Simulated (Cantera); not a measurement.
# Stirred combustor or abatement burner

A perfectly stirred reactor is fed with 23.4 % H₂, 16.1 % O₂, 60.5 % N₂, equivalence ratio 0.73, at 2.07 atm; it is adiabatic with a 648 K inlet, and is followed from long to short residence time, starting on the burning branch (τ in s: 0.095, 0.043, 0.02, 0.0089, 0.004, 0.0018, 0.00083, 0.00038, 0.00017, 7.8e-05, 3.5e-05, 1.6e-05, 7.3e-06).

Computed with Cantera and GRI-Mech 3.0 (53 species, 325 reactions). The hydrogen kinetics of GRI-Mech 3.0 are dated; newer H2 mechanisms differ, most at raised pressure.

```
τ (s)    T (K)     x H₂    x O₂       x O      x NO       x H   x H₂O₂
-------  -----  -------  ------  --------  --------  --------  -------
0.095     2314  0.00196  0.0455  0.000821   0.00474  0.000330  3.68e-7
0.043     2316  0.00203  0.0461  0.000859   0.00341  0.000349  3.72e-7
0.020     2316  0.00217  0.0467  0.000921   0.00215  0.000385  3.76e-7
0.0089    2313  0.00245  0.0472   0.00104   0.00120  0.000461  3.79e-7
0.0040    2305  0.00304  0.0474   0.00127  0.000664  0.000631  3.85e-7
0.0018    2287  0.00417  0.0476   0.00173  0.000383   0.00102  4.05e-7
0.00083   2257  0.00608  0.0479   0.00253  0.000230   0.00183  4.53e-7
0.00038   2207  0.00906  0.0485   0.00385  0.000136   0.00349  5.45e-7
0.00017   2132   0.0133  0.0497   0.00584   8.22e-5   0.00666  7.03e-7
7.8e-5    2033   0.0183  0.0516   0.00831   5.80e-5    0.0117  9.64e-7
3.5e-5    1905   0.0241  0.0546    0.0111   4.48e-5    0.0194  1.49e-6
1.6e-5    1756   0.0314  0.0594    0.0132   3.20e-5    0.0288  2.64e-6
7.3e-6    1582   0.0460  0.0691    0.0131   1.67e-5    0.0375  5.41e-6
```
x: mole fraction; the columns are a selection and need not sum to one.
